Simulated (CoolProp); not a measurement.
Vapour-liquid equilibrium of cyclohexane (1) + dimethyl carbonate (2) at 286.4 K; x and y are mole fractions of (1).

Computed with CoolProp (multi-fluid Helmholtz-energy mixture model, Zhou 2014 and Zhou 2011; pair parameters Bell 2016).

```json
[
 {"x": "0.05", "bubble pressure (MPa)": "0.005882", "y at the bubble point": "0.373", "dew pressure at overall composition x (MPa)": "0.004046", "liquid density (mol/L)": "11.79"},
 {"x": "0.2", "bubble pressure (MPa)": "0.008731", "y at the bubble point": "___", "dew pressure at overall composition x (MPa)": "___", "liquid density (mol/L)": "___"},
 {"x": "0.35", "bubble pressure (MPa)": "0.009395", "y at the bubble point": "0.662", "dew pressure at overall composition x (MPa)": "0.005698", "liquid density (mol/L)": "10.80"},
 {"x": "0.5", "bubble pressure (MPa)": "0.009459", "y at the bubble point": "0.667", "dew pressure at overall composition x (MPa)": "0.007118", "liquid density (mol/L)": "10.38"},
 {"x": "0.65", "bubble pressure (MPa)": "0.009459", "y at the bubble point": "0.668", "dew pressure at overall composition x (MPa)": "0.009226", "liquid density (mol/L)": "10.01"},
 {"x": "0.8", "bubble pressure (MPa)": "0.009377", "y at the bubble point": "0.697", "dew pressure at overall composition x (MPa)": "0.008738", "liquid density (mol/L)": "9.689"},
 {"x": "0.95", "bubble pressure (MPa)": "0.008408", "y at the bubble point": "0.849", "dew pressure at overall composition x (MPa)": "0.007763", "liquid density (mol/L)": "9.411"}
]
```

Task: Fill in the missing entries.

Result: 
- 0.2, y at the bubble point: 0.618
- 0.2, dew pressure at overall composition x (MPa): 0.004735
- 0.2, liquid density (mol/L): 11.26

y crosses x between x = 0.65 and 0.8: the model has an azeotrope there.

The pair parameters rest on a limited set of measurements; away from them the model extrapolates. With so large a gap from Raoult's law the liquid may split in two, which this calculation doesn't test in full.
